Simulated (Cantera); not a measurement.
Charge: 1 mol Si, 5.7 mol Cl2, 0.5 mol H2, held at 0.255 Torr.

Cantera equilibrium calculation (NASA polynomials, part measured and part estimated; ideal gas, pure solids and liquids). Candidate condensed phases: Si; 19 gas species. The tables' values for SiCl3 are old estimates; treat these amounts as uncertain. Equilibrium is a limit: real reactors are often held back by kinetics, nucleation or transport.

log p: log10 of the partial pressure in bar; nothing condenses.

```
T (°C)  log p Cl  log p Cl2  log p HCl  log p SiCl4  log p SiCl3  log p SiCl2  log p H
------  --------  ---------  ---------  -----------  -----------  -----------  -------
427        -8.02      -3.68      -4.18        -4.18         <-15         <-15     <-15
502        -7.13      -3.68      -4.18        -4.18         <-15         <-15     <-15
577        -6.39      -3.68      -4.18        -4.18       -14.00         <-15     <-15
652        -5.78      -3.68      -4.19        -4.19       -12.66         <-15     <-15
727        -5.26      -3.69      -4.19        -4.19       -11.52         <-15     <-15
802        -4.81      -3.71      -4.19        -4.19       -10.54         <-15      ___
877        -4.43      -3.75      -4.21        -4.21        -9.68       -14.12      ___
952        -4.13      -3.83      -4.23        -4.23        -8.92       -12.71      ___
1027       -3.89      -3.97      -4.27        -4.27        -8.23       -11.41      ___
1102       -3.74      -4.21      -4.32        -4.32        -7.57       -10.16      ___
1177       -3.65      -4.53      -4.36        -4.36        -6.92        -8.93      ___
1252       -3.61      -4.90      -4.38        -4.38        -6.29        -7.73      ___
1327       -3.60      -5.28      -4.39        -4.41        -5.71        -6.61      ___
1402       -3.59      -5.63      -4.40        -4.50        -5.24        -5.65      ___
```

Question: Some entries are withheld; supply them.

Answer: 
- 802, log p H: -15.10
- 877, log p H: -14.08
- 952, log p H: -13.18
- 1027, log p H: -12.37
- 1102, log p H: -11.60
- 1177, log p H: -10.84
- 1252, log p H: -10.11
- 1327, log p H: -9.42
- 1402, log p H: -8.79
